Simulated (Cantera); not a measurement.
A freely propagating, adiabatic, planar premixed flame of 54.9 % H2, 9.45 % O2, 35.6 % N2, equivalence ratio 2.9, unburnt at 700 K and 43000 Pa; mixture-averaged transport, grid criteria slope 0.08 and curve 0.16, no radiation.

Computed with Cantera and the H2/O2 subset of GRI-Mech 3.0, which has no nitrogen chemistry. Burning velocities carry a grid error of a few per cent, more on coarse grids.

x: mole fraction of selected species; z is measured from the peak of heat release.

```csv
z (mm),T (K),u (m/s),x H2,x O2,x H2O,x H,x OH,x H2O2
-4.71,700,9.93,0.549,0.0945,<1e-8,<1e-8,<1e-8,<1e-8
-3.14,700,9.93,0.549,0.0945,<1e-8,<1e-8,<1e-8,<1e-8
-2.35,700,9.93,0.549,0.0945,<1e-8,1.05e-8,<1e-8,<1e-8
-1.57,700,9.93,0.549,0.0945,4.77e-7,1.98e-6,<1e-8,<1e-8
-0.785,717,10.2,0.547,0.0942,0.00115,0.000882,3.30e-5,5.82e-7
-0.392,___,11.9,0.521,0.0894,___,___,___,5.44e-7
0,1172,16.0,0.414,0.0506,0.0960,0.0658,0.00135,3.36e-7
0.392,1391,18.9,0.336,___,0.181,0.101,0.00160,___
0.785,1476,20.0,0.330,0.000755,0.195,0.0987,0.00159,8.92e-8
1.57,1570,21.1,0.338,0.000114,0.197,0.0865,0.00180,7.96e-8
3.14,1673,22.3,0.348,8.39e-5,0.199,0.0717,0.00196,6.19e-8
6.28,1778,23.5,0.359,5.91e-5,0.201,0.0559,0.00196,3.96e-8
12.6,1880,24.7,0.370,3.49e-5,0.203,0.0405,0.00175,2.12e-8
```

Question: Some entries are withheld; supply them.

Answer: 
- -0.392, T (K): 850
- -0.392, x H2O: 0.0145
- -0.392, x H: 0.0120
- -0.392, x OH: 0.000241
- 0.392, x O2: 0.00705
- 0.392, x H2O2: 1.34e-7
